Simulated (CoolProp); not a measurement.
Vapour-liquid equilibrium of R134a (1) + dimethyl ether (2) at 1500 kPa; x and y are mole fractions of (1).

Values from CoolProp's multi-fluid Helmholtz-energy mixture model, Tillner-Roth 1994 and Wu 2011; pair parameters Bell 2016.

| x | bubble temperature, mixture model (°C) | bubble temperature, Raoult's law (°C) | y, mixture model | y, Raoult's law |
|---|---|---|---|---|
| 0.05 | 61.8 | 61.2 | 0.047 | 0.058 |
| 0.125 | 62.0 | 60.7 | 0.122 | 0.142 |
| 0.2 | 62.1 | 60.2 | 0.201 | 0.225 |
| 0.275 | 61.9 | 59.7 | 0.283 | 0.306 |
| 0.35 | 61.7 | 59.2 | 0.366 | 0.385 |
| 0.425 | 61.3 | 58.7 | 0.449 | 0.462 |
| 0.5 | 60.7 | 58.2 | 0.530 | 0.537 |
| 0.575 | 60.1 | 57.7 | 0.610 | 0.611 |
| 0.65 | 59.3 | 57.3 | 0.687 | 0.683 |
| 0.725 | 58.5 | 56.8 | 0.760 | 0.753 |
| 0.8 | 57.7 | 56.4 | 0.830 | 0.822 |
| 0.875 | 56.8 | 55.9 | 0.896 | 0.890 |
| 0.95 | 55.8 | 55.5 | 0.960 | 0.957 |

The largest gap from Raoult's law is +2.6 K in bubble temperature, at x = 0.425. y crosses x between x = 0.125 and 0.2: the model has an azeotrope there.

The pair parameters rest on a limited set of measurements; away from them the model extrapolates.
